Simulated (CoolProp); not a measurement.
Benzene along the isotherm 216.65 °C: density (kg/m³) from the reference equation and from simpler models built on Tc = 288.9 °C, pc = 49.06 bar, ω = 0.211; each cubic takes its own stable root.

Values from CoolProp's reference Helmholtz-energy equation of state, Thol 2012.

```
p (bar)   phase  reference  Soave-Redlich-Kwong  Peng-Robinson
-------  ------  ---------  -------------------  -------------
0.0776      gas     0.1490               0.1490         0.1490
0.117       gas     0.2247               0.2247         0.2247
0.177       gas     0.3402               0.3401         0.3402
0.266       gas     0.5117               0.5117         0.5118
0.402       gas     0.7745               0.7744         0.7747
0.606       gas      1.170                1.170          1.171
0.914       gas      1.771                1.771          1.772
1.38        gas      2.688                2.687          2.690
2.08        gas      4.084                4.082          4.090
3.14        gas          …                    …          6.256
4.74        gas      9.614                9.599          9.641
7.15        gas      14.97                14.93              …
10.8        gas      23.89                23.76              …
16.3        gas      40.03                    …              …
24.5     liquid          …                552.1          625.8
```

Problem. Fill in the missing entries.

Solution. 
- 3.14, reference: 6.244
- 3.14, Soave-Redlich-Kwong: 6.238
- 7.15, Peng-Robinson: 15.03
- 10.8, Peng-Robinson: 24.02
- 16.3, Soave-Redlich-Kwong: 39.48
- 16.3, Peng-Robinson: 40.18
- 24.5, reference: 632.9
